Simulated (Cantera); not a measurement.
Feed: 1 mol Si₃N₄, 0.47 mol CO₂, 120 mol N₂, held at 1750 K and 560000 Pa.

Method: chemical equilibrium by Gibbs-energy minimisation in Cantera with the NASA 1993 tables (ideal gas, pure condensed phases). Candidate condensed phases: C, Si, SiC, SiO₂, Si₂N₂O, Si₃N₄; 34 gas species. Mutual solubility and eutectic melting of coexisting phases are not modelled. The numbers say what is thermodynamically allowed, not how fast it happens.

Base state: N₂ 0.999, CO 0.00118 (mole fractions); condensed: C(graphite) + Si₂N₂O(s) + Si₃N₄(s).

### Question
What changes in the equilibrium state with this change: CO₂ from 0.47 to 0.012 mol?

### Answer
```
species            before    after
----------------  -------  -------
N₂                  0.999    1.000
CO                0.00118  1.00e-4
C(graphite), mol    0.328        0
Si₂N₂O(s), mol      0.798   0.0117
Si₃N₄(s), mol       0.468    0.992
```

### Question
What changes in the equilibrium state with this change: pressure from 560000 Pa to 101000 Pa?

### Answer
```tsv
species	before	after
N₂	0.999	0.997
CO	0.00118	0.00289
SiO	2.29e-6	2.24e-5
C(graphite), mol	0.328	0
Si₂N₂O(s), mol	0.798	0.589
Si₃N₄(s), mol	0.468	0.566
SiC(s), mol	0	0.121
```
